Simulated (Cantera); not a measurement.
Cantera run:

```python
import numpy as np
import cantera as ct

gas_names = """
    H HNO HNO2 HNO3 HO2 H2 H2O H2O2 H2S H2SO4 Mg MgH MgN MgO MgOH MgO2H2 MgS Mg2 N NH NH2 NH3 NH2OH NO
    NO2 NO3 N2 N2H2 N2H4 N2O O OH O2 O3 S SH SN SO SO2 SO3 S2 S2O S8
""".split()
cond_names = """
    H2O(s) H2O(L) H2SO4(L) Mg(cr) Mg(L) MgO(s) MgO(L) MgO2H2(s) MgS(s) MgSO4(s) MgSO4(L) S(cr1) S(cr2)
    S(L)
""".split()


# ... load() reads the species with a 1 bar reference pressure and builds the phases ...
atoms = {
    'MgO': {'Mg': 1, 'O': 1},
    'H2S': {'H': 2, 'S': 1},
    'N2': {'N': 2},
}
top_T = {'MgS(s)': 2250}  # K; cautious upper limits of use, not melting points


# ... equilibrate(T, P, feed) seeds the gas with the atoms and calls Mixture.equilibrate('TP', solver="vcs", rtol=1e-11, max_steps=5000) ...
results = []
T = 1850  # K
P = 1333.22  # Pa
for m in [0.54, 0.64, 0.76, 0.89, 1.1, 1.2, 1.5, 1.7, 2.1, 2.4, 2.9, 3.4, 4]:
    feed = {'MgO': 1, 'H2S': m, 'N2': 41}  # mol
    mix = equilibrate(T, P, feed)
    results.append((T, P, feed, dict(zip(mix.species_names, mix.species_moles))))

top = {s: max(r[3][s] / sum(r[3][g] for g in gas_names) for r in results) for s in gas_names}
cols = sorted((s for s in top if top[s] > 0.001), key=lambda s: -top[s])[:6]
seen = [c for c in cond_names if any(r[3].get(c, 0) > 1e-12 for r in results)]
print("log10 of partial pressures in bar; condensed amounts in mol")
print(f"{'n(H2S)':>10s}" + "".join(f"{s[:9]:>10s}" for s in cols + seen))
for T, P, feed, n in results:
    ng = sum(n[g] for g in gas_names)
    print(f"{feed['H2S']:10.4g}" + "".join(f"{np.log10(max(n[s] / ng * P / 1e5, 1e-99)):10.3f}" for s in cols)
          + "".join(f"{n.get(c, 0):10.4g}" for c in seen))
```

Result:

```
log10 of partial pressures in bar; condensed amounts in mol
    n(H2S)        N2        H2        S2        Mg       H2O        SH    MgO(s)
      0.54    -1.885    -3.817    -4.127    -4.726    -4.918    -5.274      0.94
      0.64    -1.886    -3.742    -4.050    -4.697    -4.872    -5.198    0.9355
      0.76    -1.888    -3.667    -3.974    -4.668    -4.827    -5.123    0.9305
      0.89    -1.890    -3.599    -3.905    -4.640    -4.786    -5.054    0.9254
       1.1    -1.893    -3.508    -3.813    -4.603    -4.733    -4.962    0.9179
       1.2    -1.895    -3.471    -3.775    -4.587    -4.711    -4.925    0.9146
       1.5    -1.900    -3.376    -3.680    -4.548    -4.656    -4.831    0.9052
       1.7    -1.903    -3.324    -3.628    -4.526    -4.626    -4.778    0.8993
       2.1    -1.909    -3.237    -3.540    -4.488    -4.576    -4.691    0.8884
       2.4    -1.913    -3.183    -3.486    -4.464    -4.546    -4.637    0.8807
       2.9    -1.921    -3.107    -3.410    -4.431    -4.503    -4.561    0.8686
       3.4    -1.928    -3.044    -3.348    -4.404    -4.468    -4.498    0.8573
         4    -1.936    -2.981    -3.285    -4.376    -4.433    -4.435    0.8444
```

Cantera equilibrium calculation (NASA polynomials, part measured and part estimated; ideal gas, pure solids and liquids).
